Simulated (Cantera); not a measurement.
## SiH2Cl2 + HCl + H2 (silicon epitaxy and polysilicon growth)

Charge: 1 mol SiH2Cl2, a varied amount of HCl, 590 mol H2, held at 750 Torr.

Equilibrium computed with Cantera from the NASA thermochemical tables; the gas is ideal and each condensed phase is pure. Candidate condensed phases: Si; 19 gas species. The tables' values for SiCl3 are old estimates. Equilibrium is a limit: real reactors are often held back by kinetics, nucleation or transport.

Stable condensed phases:

```
T in K \ n(HCl) in mol
         0.066 0.094  0.13  0.19  0.27  0.39  0.55  0.79   1.1   1.6   2.3
   1625      A     A     A     A     A     A     A     A     A     A     A
   1525      A     A     A     A     A     A     A     A     A     A     A
   1425      A     A     A     A     A     A     A     A     A     A     A
   1325      A     A     A     A     A     A     A     A     A     A     A
   1225      A     A     A     A     A     A     A     A     A     A     A
   1125      A     A     A     A     A     A     A     A     A     A     A
   1025      A     A     A     A     A     A     A     A     A     A     A
    925      A     A     A     A     A     A     A     A     A     A     B
    825      A     A     A     A     A     A     A     A     A     B     B
```

A: Si; B: gas only.
